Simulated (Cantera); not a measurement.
A closed system holds: 1 mol Si, 2.5 mol NF₃, 0.67 mol N₂, at 1373 K and 0.133 bar.

Cantera equilibrium calculation (NASA polynomials, part measured and part estimated; ideal gas, pure solids and liquids). Candidate condensed phases: Si, Si₃N₄; 16 gas species. Equilibrium is a limit: real reactors are often held back by kinetics, nucleation or transport.

Base state: F 0.521, N₂ 0.304, SiF₄ 0.158, F₂ 0.0168 (mole fractions); condensed: gas only.

What changes in the equilibrium state with this change: temperature from 1373 K to 1300 K?


```json
[
 {"species": "F", "before": "0.521", "after": "0.495"},
 {"species": "N₂", "before": "0.304", "after": "0.309"},
 {"species": "SiF₄", "before": "0.158", "after": "0.161"},
 {"species": "F₂", "before": "0.0168", "after": "0.0344"}
]
```

What changes in the equilibrium state with this change: 0.051 mol NH₃ added?


```csv
species,before,after
F,0.521,0.497
N₂,0.304,0.306
SiF₄,0.158,0.158
HF,0,0.0241
F₂,0.0168,0.0152
```
